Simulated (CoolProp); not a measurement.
A Linde-Hampson liquefier for normal hydrogen: isothermal reversible compression at 230 K from 1 atm to 25 MPa, throttling to 1 atm, return gas leaving the recuperator 0 K below the feed. Each further row changes one setting.

Model: reference Helmholtz-energy equation of state, Leachman 2009, in CoolProp.

```json
[
 {"case": "as stated", "compression work (kJ/kg of gas)": "5390"},
 {"case": "high pressure 50 MPa", "compression work (kJ/kg of gas)": "6240"},
 {"case": "warm-end temperature 260 K", "compression work (kJ/kg of gas)": "6080"},
 {"case": "warm-end gap 5 K", "compression work (kJ/kg of gas)": "5390"}
]
```
